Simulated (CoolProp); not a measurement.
The fluid at 298.15 K and 0.0248 MPa flows at 0.071 m/s in a round tube of 20 mm bore and 1.5 µm roughness, fully developed (64/Re and Nu = 3.66 if laminar; Colebrook and Gnielinski if turbulent). The same conditions are run with several fluids, on thermodynamics alone (safety and materials aside).

Computed with CoolProp (reference Helmholtz-energy equation of state of each fluid (R123: Younglove 1994; R407C: Lemmon 2003; dry air: Lemmon 2000; propylene: Lemmon 2013)). Blends and air are pseudo-pure fits.

Rank R123, R407C, dry air, propylene by Reynolds number, highest first.

R123 (204), R407C (100), propylene (70.0), dry air (22.3)

| fluid | Darcy friction factor | pressure drop (Pa/m) | heat-transfer coefficient (W/(m² K)) | mass flow (kg/h) |
|---|---|---|---|---|
| R123 | 0.314 | 0.0612 | 1.68 | 0.124 |
| R407C | 0.638 | 0.0696 | 2.41 | 0.0695 |
| dry air | 2.87 | 0.105 | 4.80 | 0.0233 |
| propylene | 0.914 | 0.0486 | 3.13 | 0.0339 |

Transport values come from each fluid's own correlations; those of propylene are estimates that may be off by 10 % or more.
